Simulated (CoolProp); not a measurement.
Vapour pressure (MPa) of c-C4F8 (RC318): the reference equation beside estimates from Tc = 388.4 K, pc = 2.778 MPa, ω = 0.355.

Values from CoolProp's reference Helmholtz-energy equation of state, Platzer 1990. This equation is an older, rougher fit; its heat capacities, sound speeds and derivatives of the liquid may be far off and weren't checked against measurements.

```tsv
T (K)	reference	van der Waals	Redlich-Kwong	Soave-Redlich-Kwong
293.2	0.2660	[?]	0.4456	0.2665
303.7	0.3718	0.9575	0.5796	[?]
314.1	0.5053	1.120	0.7377	0.5086
324.6	0.6736	[?]	0.9251	0.6796
335	[?]	1.495	[?]	0.8882
345.4	1.127	1.708	1.387	1.141
355.9	1.427	1.940	1.670	1.447
366.3	1.782	2.189	1.985	1.805
```

Task: Complete the blanks.

Result: 
- 293.2, van der Waals: 0.8099
- 303.7, Soave-Redlich-Kwong: 0.3734
- 324.6, van der Waals: 1.300
- 335, reference: 0.8785
- 335, Redlich-Kwong: 1.140

Absolute difference from the reference over all 8 rows, mean and median: van der Waals 94.6 and 81.6 %, Redlich-Kwong 36.0 and 33.6 %, Soave-Redlich-Kwong 0.9 and 1.0 %.
